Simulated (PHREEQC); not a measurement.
PHREEQC input (ion-association model, wateq4f.dat):

```
SOLUTION_MASTER_SPECIES
  An  An-  0  An  62.0  # stands for a non-complexing anion
SOLUTION_SPECIES
  An- = An-
    -log_k 0
    -gamma 3.0 0
PHASES
  Fix_H+
    H+ = H+
    -log_k 0
SOLUTION 1
  temp 25
  units mmol/kgw
  pH 7 charge
  Cl 0.05
  Ba 0.025
  Na 5
  An 5
END
SELECTED_OUTPUT 1
  -reset false
  -pH true
  -pe true
  -ionic_strength true
  -water true
  -totals Ba Cl Na
  -molalities Hfo_wOH Hfo_wOH2+ Hfo_wO- Hfo_sOH Hfo_sOH2+ Hfo_sO- Hfo_sOHBa+2 Hfo_wOBa+
  -saturation_indices Halite
USER_PUNCH 1
  -headings sigma psi
  10 PUNCH EDL("sigma", "Hfo"), EDL("psi", "Hfo")
PRINT
  -reset false
USE solution 1
SURFACE 1
  Hfo_wOH 5.61798e-05 600 0.025
  Hfo_sOH 1.40449e-06
EQUILIBRIUM_PHASES 1
  Fix_H+ -3 HAn 10
    -force_equality true
  O2(g) -0.68 10
END
# ... the last block is repeated for the other 16 points of pH, with NaOH or the acid as the point needs
```

Selected output (columns that matter, 17 of 17 rows; pH added in front):

```
pH	mu	Ba	Na	m_Hfo_wOH	m_Hfo_wOH2+	m_Hfo_wO-	m_Hfo_sOH	m_Hfo_sOH2+	m_Hfo_sO-	m_Hfo_sOHBa+2	m_Hfo_wOBa+	si_Halite	sigma	psi
3	0.0061763	2.5e-05	0.005	1.0168e-05	4.596e-05	5.1532e-08	2.542e-07	1.149e-06	1.2883e-09	7.1026e-14	2.6812e-18	-8.2566	0.30271	0.21502
3.5	0.0054334	2.5e-05	0.005	1.893e-05	3.7028e-05	2.2171e-07	4.7325e-07	9.2569e-07	5.5427e-09	2.5214e-13	2.1995e-17	-8.2525	0.24269	0.20696
4	0.0051965	2.5e-05	0.005	2.7236e-05	2.8344e-05	5.9956e-07	6.809e-07	7.086e-07	1.4989e-08	1.0331e-12	1.694e-16	-8.2511	0.18294	0.1936
4.5	0.0051191	2.5e-05	0.005	3.3771e-05	2.1174e-05	1.2339e-06	8.4428e-07	5.2936e-07	3.0848e-08	4.6594e-12	1.268e-15	-8.2507	0.13148	0.17704
5	0.0050928	2.5e-05	0.005	3.822e-05	1.5849e-05	2.1114e-06	9.5547e-07	3.9621e-07	5.2784e-08	2.3082e-11	9.4978e-15	-8.2505	0.090581	0.15808
5.5	0.005083	2.5e-05	0.005	4.0846e-05	1.2201e-05	3.1326e-06	1.0211e-06	3.05e-07	7.8308e-08	1.2802e-10	7.3136e-14	-8.2505	0.059796	0.13693
6	0.005079	2.4999e-05	0.005	4.2187e-05	9.8571e-06	4.1362e-06	1.0541e-06	2.4628e-07	1.0334e-07	8.0868e-10	5.909e-13	-8.2504	0.037732	0.11366
6.5	0.0050771	2.4994e-05	0.005	4.2783e-05	8.4112e-06	4.9853e-06	1.0652e-06	2.0941e-07	1.2412e-07	5.7848e-09	5.0415e-12	-8.2504	0.022661	0.088522
7	0.005076	2.4956e-05	0.005	4.3025e-05	7.4997e-06	5.6546e-06	1.0416e-06	1.8157e-07	1.369e-07	4.4402e-08	4.4884e-11	-8.2504	0.012728	0.062036
7.5	0.0050746	2.4711e-05	0.005	4.3121e-05	6.7193e-06	6.3394e-06	8.5631e-07	1.3343e-07	1.2589e-07	2.8886e-07	3.982e-10	-8.2504	0.0062117	0.035337
8	0.005075	2.4082e-05	0.0050027	4.305e-05	5.7759e-06	7.3507e-06	3.7533e-07	5.0357e-08	6.4087e-08	9.1472e-07	3.3358e-09	-8.2502	0.0015713	0.0096042
8.5	0.0050773	2.3657e-05	0.0050065	4.2824e-05	5.1184e-06	8.2081e-06	6.9154e-08	8.2654e-09	1.3255e-08	1.3138e-06	2.9038e-08	-8.2499	-0.0028173	-0.017004
9	0.0050848	2.3349e-05	0.0050154	4.2388e-05	4.6149e-06	8.919e-06	8.9531e-09	9.7475e-10	1.8839e-09	1.3927e-06	2.5834e-07	-8.2491	-0.008114	-0.044185
9.5	0.0051071	2.1749e-05	0.005043	4.0296e-05	3.5465e-06	1.0489e-05	1.4822e-09	1.3045e-10	3.858e-10	1.4025e-06	1.8481e-06	-8.2469	-0.014728	-0.068298
10	0.0051766	1.6752e-05	0.005128	3.3014e-05	1.7087e-06	1.4613e-05	5.5804e-10	2.8882e-11	2.47e-10	1.4037e-06	6.8444e-06	-8.24	-0.020925	-0.084236
10.5	0.0054052	1.0427e-05	0.005376	2.1869e-05	5.3159e-07	2.061e-05	4.0907e-10	9.9437e-12	3.8552e-10	1.4037e-06	1.3169e-05	-8.2209	-0.026391	-0.094398
11	0.0061474	5.7804e-06	0.0061328	1.2251e-05	1.3235e-07	2.598e-05	3.8104e-10	4.1163e-12	8.0804e-10	1.4033e-06	1.7816e-05	-8.1678	-0.033616	-0.10314
```

The oxide is taken as insoluble; below pH 4 it would dissolve.
